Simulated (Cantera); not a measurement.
Charge: 1 mol SiC, a varied amount of CO₂, 170 mol N₂, 0.038 mol H₂O, held at 1677 °C and 11.0 Pa.

Method: chemical equilibrium by Gibbs-energy minimisation in Cantera with the NASA 1993 tables (ideal gas, pure condensed phases). Candidate condensed phases: C, C₆H₆, C₇H₈, C₈H₁₈, H₂O, Si, SiC, SiO₂, Si₂N₂O, Si₃N₄; 151 gas species. The tables' values for SiN are old estimates; treat these amounts as uncertain. Rates play no part.

Problem. At 0.94 mol CO₂, list the 5 most abundant gas species with their mole fractions, and the condensed phases.

Solution. N₂ 0.983, CO 0.0110, Si 0.00553, H 0.000388, SiO 8.59e-5. Condensed: gas only.
